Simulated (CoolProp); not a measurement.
Values from CoolProp's reference Helmholtz-energy equation of state, Lemmon 2006. It is a short technical equation, of lower accuracy than the large ones.

Problem. For carbonyl sulfide, give the phase and the isothermal compressibility (1/MPa), expansivity (1/kK), fugacity coefficient at 620 K and 36.5 bar; 620 K and 61.6 bar.

Solution. 
- 620 K and 36.5 bar: gas; isothermal compressibility 0.283, expansivity 1.86, fugacity coefficient 0.965
- 620 K and 61.6 bar: gas; isothermal compressibility 0.171, expansivity 2.04, fugacity coefficient 0.943
